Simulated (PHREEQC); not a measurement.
A solution holds 4 mmol/kgw KOH, 4 mmol/kgw Fe(NO3)3 and 4.7 mmol/kgw CuSO4, at 65 °C. Closed to the air; pH follows from the charge balance.

The numbers come from PHREEQC with the ion-association model, wateq4f.dat.

```json
[
 {"quantity": "pH", "before": "3.15", "after": "2.90"},
 {"quantity": "ionic strength (mol/kgw)", "before": "0.0273", "after": "0.0151"},
 {"quantity": "Fe(OH)2+ (mol/kgw)", "before": "0.00171", "after": "0.00150"},
 {"quantity": "FeOH+2 (mol/kgw)", "before": "0.00159", "after": "0.00222"},
 {"quantity": "Fe2(OH)2+4 (mol/kgw)", "before": "6.47e-5", "after": "9.21e-5"},
 {"quantity": "Fe+3 (mol/kgw)", "before": "4.05e-5", "after": "9.02e-5"},
 {"quantity": "SI of Goethite (FeOOH)", "before": "+6.75", "after": "+6.46"},
 {"quantity": "SI of Hematite (Fe2O3)", "before": "+15.67", "after": "+15.10"}
]
```

**Question.** What was changed between the two runs?
A) KOH from 0.004 to 0.002 mol/kgw
B) 0.00074 mol/kgw H2SO4 added
C) CuSO4 from 0.0047 to 0.00705 mol/kgw
D) diluted 5-fold with water
E) CuSO4 left out

**Answer.** E, CuSO4 left out

No solid was allowed to form. Some of these states are supersaturated (in Jarosite-K, Hematite (slow to form), Goethite (slow to form), for instance). Constants without temperature data keep their 25 °C values here.
